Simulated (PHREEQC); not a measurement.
## Hard or scaling water: speciation

Make-up at 25 °C: 3.3 mmol/kgw CaCl2, 0.017 mmol/kgw CO2 and 32 mmol/kgw MgSO4. Closed to the air; pH follows from the charge balance.

Equilibrium calculation in PHREEQC: Pitzer model, pitzer.dat.

No solid was allowed to form.

Question: Estimate the pH, osmotic coefficient.

Answer: pH 5.72; osmotic coefficient 0.686.

Question: In which forms is C present?

Answer: CO2 75 %, HCO3- 25 % of the C.
